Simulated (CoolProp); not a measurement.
Vapour pressure (MPa) of normal hydrogen: the reference equation beside estimates from Tc = -240.0 °C, pc = 1.296 MPa, ω = -0.219. Clausius-Clapeyron is anchored at -245.05 °C with a constant enthalpy of vaporisation of 0.7145 kJ/mol.

Model: reference Helmholtz-energy equation of state, Leachman 2009, in CoolProp.

```tsv
T (°C)	reference	Clausius-Clapeyron	Redlich-Kwong	Soave-Redlich-Kwong	Peng-Robinson
-247.95	0.3348	0.4106	0.2195	0.3397	[?]
-247.25	0.3862	0.4503	0.2691	[?]	0.3997
-246.45	0.4515	0.4973	0.3349	[?]	0.4669
-245.75	0.5147	0.5400	[?]	0.5262	0.5315
-245.05	0.5838	0.5838	0.4751	0.5972	0.6018
-244.35	0.6593	0.6289	[?]	0.6742	0.6780
-243.65	0.7414	0.6750	0.6505	0.7573	0.7604
-242.95	0.8305	0.7222	0.7524	0.8467	0.8491
-242.25	0.9272	0.7703	0.8645	0.9427	0.9443
-241.45	1.048	0.8263	1.005	1.061	1.061
-240.75	1.162	0.8761	1.140	1.171	1.172
```

### Question
Some entries are withheld; supply them.

### Answer

- -247.95, Peng-Robinson: 0.3465
- -247.25, Soave-Redlich-Kwong: 0.3933
- -246.45, Soave-Redlich-Kwong: 0.4610
- -245.75, Redlich-Kwong: 0.4008
- -244.35, Redlich-Kwong: 0.5581

Absolute difference from the reference over all 11 rows, mean and median: Clausius-Clapeyron 13.1 and 13.0 %, Redlich-Kwong 16.5 and 15.3 %, Soave-Redlich-Kwong 1.8 and 2.0 %, Peng-Robinson 2.6 and 2.8 %.
